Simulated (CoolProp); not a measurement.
Dimethyl ether along the isotherm 270.5 K: fugacity coefficient from the reference equation and from simpler models built on Tc = 400.4 K, pc = 5.337 MPa, ω = 0.196; each cubic takes its own stable root.

The numbers come from the reference Helmholtz-energy equation of state, Wu 2011 in CoolProp.

```csv
p (MPa),phase,reference
0.00844,gas,0.9979
0.0124,gas,0.9969
0.0182,gas,0.9954
0.0267,gas,0.9932
0.0392,gas,0.9901
0.0575,gas,0.9854
0.0844,gas,0.9786
0.124,gas,0.9685
0.182,gas,0.9538
0.267,liquid,0.8537
0.392,liquid,0.5836
0.575,liquid,0.4000
0.844,liquid,0.2746
1.24,liquid,0.1891
1.82,liquid,0.1310
2.67,liquid,0.09154
```

Problem. How far does each simpler model (Redlich-Kwong, Soave-Redlich-Kwong) lie from the reference over these 16 states: mean and median of the absolute difference, and the worst?

Solution. 
- Redlich-Kwong: mean 16.3 %, median 1.0 %, worst +41.7 % at 270.5 K and 2.67 MPa
- Soave-Redlich-Kwong: mean 0.7 %, median 0.8 %, worst +1.7 % at 270.5 K and 2.67 MPa

At some of these states Redlich-Kwong gives the other phase, because its saturation line lies elsewhere.
